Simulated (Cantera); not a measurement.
Cantera run, input and output.

```python
import numpy as np
import cantera as ct

gas = ct.Solution("gri30.yaml")
gas.TPX = 1225, 89000, {'CO': 1, 'H2': 0.051, 'O2': 0.633, 'N2': 2.38, 'H2O': 0.7}
reactor = ct.IdealGasReactor(gas, energy="on", clone=False)
net = ct.ReactorNet([reactor])
net.rtol, net.atol = 1e-08, 1e-16
show = ['CO', 'H2', 'O2', 'HO2', 'H2O', 'N2O', 'CO2']
times = np.geomspace(3e-06, 0.3, 10)

steps = ct.SolutionArray(gas, extra=["t"])
rows = []
print(f"{'t/s':>10s}{'T/K':>9s}{'P/Pa':>11s}" + "".join(f"{s:>11s}" for s in show))
for t in times:
    while net.time < t:
        t_next = net.step()
        steps.append(gas.state, t=t_next)
    rows.append([np.interp(t, steps.t, y) for y in (steps.T, steps.P, *steps(*show).X.T)])
    print(f"{t:10.3e}{rows[-1][0]:9.1f}{rows[-1][1]:11.4g}" + "".join(f"{x:11.3e}" for x in rows[-1][2:]))
rate = np.gradient(steps.T, steps.t)
print("integrator steps:", len(steps.t))
if steps.T.max() > steps.T[0] + 200:
    print(f"time of steepest temperature rise: {steps.t[rate.argmax()]:.4e} s")
gas.TPX = 1225, 89000, {'CO': 1, 'H2': 0.051, 'O2': 0.633, 'N2': 2.38, 'H2O': 0.7}
gas.equilibrate("UV")
print(f"equilibrium (UV): T = {gas.T:.1f} K  " + "  ".join(f"{s} {gas[s].X[0]:.3e}" for s in show))
```

Output:

```
       t/s      T/K       P/Pa         CO         H2         O2        HO2        H2O        N2O        CO2
 3.000e-06   1225.0    8.9e+04  2.099e-01  1.071e-02  1.329e-01  5.728e-10  1.469e-01  2.747e-15  5.863e-09
 1.078e-05   1225.0    8.9e+04  2.099e-01  1.071e-02  1.329e-01  5.418e-09  1.469e-01  3.483e-14  3.143e-08
 3.875e-05   1225.0    8.9e+04  2.099e-01  1.070e-02  1.329e-01  2.081e-07  1.469e-01  1.078e-12  6.851e-07
 1.392e-04   1262.8  9.158e+04  2.052e-01  8.519e-03  1.288e-01  8.942e-05  1.484e-01  7.521e-09  5.128e-03
 5.004e-04   2617.5  1.751e+05  4.552e-02  5.978e-03  4.465e-02  8.625e-06  1.563e-01  5.429e-07  1.825e-01
 1.798e-03   2618.8  1.751e+05  4.500e-02  5.910e-03  4.320e-02  8.438e-06  1.566e-01  5.524e-07  1.831e-01
 6.463e-03   2611.7  1.745e+05  4.484e-02  5.911e-03  4.083e-02  7.955e-06  1.570e-01  5.866e-07  1.834e-01
 2.323e-02   2609.2  1.743e+05  4.478e-02  5.911e-03  3.999e-02  7.786e-06  1.571e-01  6.070e-07  1.835e-01
 8.348e-02   2609.1  1.743e+05  4.478e-02  5.911e-03  3.999e-02  7.785e-06  1.571e-01  6.072e-07  1.835e-01
 3.000e-01   2609.1  1.743e+05  4.478e-02  5.911e-03  3.999e-02  7.785e-06  1.571e-01  6.072e-07  1.835e-01
integrator steps: 1348
time of steepest temperature rise: 1.8593e-04 s
equilibrium (UV): T = 2609.1 K  CO 4.478e-02  H2 5.911e-03  O2 3.999e-02  HO2 7.785e-06  H2O 1.571e-01  N2O 6.072e-07  CO2 1.835e-01
```

Detailed kinetics in Cantera: GRI-Mech 3.0 (53 species, 325 reactions).
